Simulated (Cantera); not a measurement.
A closed system holds: 1 mol SiC, 0.014 mol N2O, 5.1 mol H2, at 0.220 Pa.

Cantera equilibrium calculation (NASA polynomials, part measured and part estimated; ideal gas, pure solids and liquids). Candidate condensed phases: C, C6H6, C7H8, C8H18, H2O, Si, SiC, SiO2, Si2N2O, Si3N4; 151 gas species. Kinetics and transport are ignored. All values below are at 2023 K.

Base state: H 0.638, H2 0.248, Si 0.106, SiC2 0.00487, CO 0.00156, N2 0.00139, HCN 0.000299, C2H2 (acetylene) 0.000221 (mole fractions); condensed: C(graphite).

Task: What changes in the equilibrium state with this change: SiC replaced by Si?

Result: 
```json
[
 {"species": "H", "before": "0.638", "after": "0.638"},
 {"species": "H2", "before": "0.248", "after": "0.249"},
 {"species": "Si", "before": "0.106", "after": "0.110"},
 {"species": "SiC2", "before": "0.00487", "after": "0"},
 {"species": "SiO", "before": "1.05e-6", "after": "0.00156"},
 {"species": "CO", "before": "0.00156", "after": "0"},
 {"species": "HCN", "before": "0.000299", "after": "0"},
 {"species": "C2H2 (acetylene)", "before": "0.000221", "after": "0"},
 {"species": "Si2C", "before": "0.000219", "after": "0"},
 {"species": "C(graphite), mol", "before": "0.888", "after": "0"}
]
```
